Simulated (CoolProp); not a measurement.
Vapour-liquid equilibrium of R22 (1) + R114 (2) at 315.3 K; x and y are mole fractions of (1).

Model: multi-fluid Helmholtz-energy mixture model, Kamei 1995 and Platzer 1990; pair parameters Bell 2016, in CoolProp. This equation is an older, rougher fit; its heat capacities, sound speeds and derivatives of the liquid may be far off and weren't checked against measurements.

| x | bubble pressure (bar) | y at the bubble point | dew pressure at overall composition x (bar) | liquid density (mol/L) |
|---|---|---|---|---|
| 0.05 | 4.558 | 0.226 | 3.776 | 8.336 |
| 0.125 | 5.810 | 0.415 | 4.076 | 8.563 |
| 0.2 | 6.896 | 0.528 | 4.424 | 8.805 |
| 0.275 | 7.867 | 0.606 | 4.832 | 9.063 |
| 0.35 | 8.761 | 0.667 | 5.316 | 9.338 |
| 0.425 | 9.609 | 0.717 | 5.896 | 9.634 |
| 0.5 | 10.43 | 0.761 | 6.598 | 9.954 |
| 0.575 | 11.25 | 0.800 | 7.454 | 10.30 |
| 0.65 | 12.07 | 0.838 | 8.497 | 10.67 |
| 0.725 | 12.90 | 0.874 | 9.756 | 11.08 |
| 0.8 | 13.75 | 0.909 | 11.24 | 11.53 |
| 0.875 | 14.63 | 0.943 | 12.92 | 12.01 |
| 0.95 | 15.54 | 0.978 | 14.80 | 12.55 |

No azeotrope shows between x = 0.05 and 0.95.

The pair parameters rest on a limited set of measurements; away from them the model extrapolates.
